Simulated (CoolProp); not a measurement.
Vapour-liquid equilibrium of trans-2-butene (1) + methanol (2) at 397.8 K; x and y are mole fractions of (1).

Computed with CoolProp (multi-fluid Helmholtz-energy mixture model, Lemmon 2005 and de Reuck 1993; pair parameters Bell 2016).

Question: Give the bubble pressure and the first vapour's composition at x = 0.05, 0.65, 0.875. Is there an azeotrope?

Answer: x = 0.05: 1.133 MPa, y = 0.349; x = 0.65: 2.443 MPa, y = 0.744; x = 0.875: 2.508 MPa, y = 0.865. y crosses x between x = 0.8 and 0.875: the model has an azeotrope there.

Pair parameters are fitted to limited data, so mixtures are less certain than the pure fluids. With so large a gap from Raoult's law the liquid may split in two, which this calculation doesn't test in full.
